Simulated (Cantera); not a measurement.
Charge: 1 mol Si₃N₄, 0.0032 mol H₂O, 400 mol N₂, 0.41 mol N₂O, equilibrated at 1675 °C and 0.100 bar.

Cantera equilibrium calculation (NASA polynomials, part measured and part estimated; ideal gas, pure solids and liquids). Candidate condensed phases: H₂O, Si, SiO₂, Si₂N₂O, Si₃N₄; 35 gas species. The tables' values for SiN are old estimates; treat these amounts as uncertain. The numbers say what is thermodynamically allowed, not how fast it happens.

Base state: N₂ 0.999, SiO 0.00103, Si 0.000203, Si₂N 2.29e-5, SiN 1.90e-5 (mole fractions); condensed: Si₃N₄(s).

Problem. What changes in the equilibrium state with this change: N₂ from 400 to 2 mol?

Solution. 
| species | before | after |
|---|---|---|
| N₂ | 0.999 | 0.972 |
| SiO | 0.00103 | 0.0266 |
| H₂ | 4.24e-6 | 0.00115 |
| H | 7.36e-6 | 0.000121 |
| Si₂N | 2.29e-5 | 2.34e-5 |
| Si | 0.000203 | 0.000207 |
| Si₃N₄(s), mol | 0.826 | 0.748 |
| Si₂N₂O(s), mol | 0 | 0.343 |
Mutual solubility and eutectic melting of coexisting phases are not modelled.
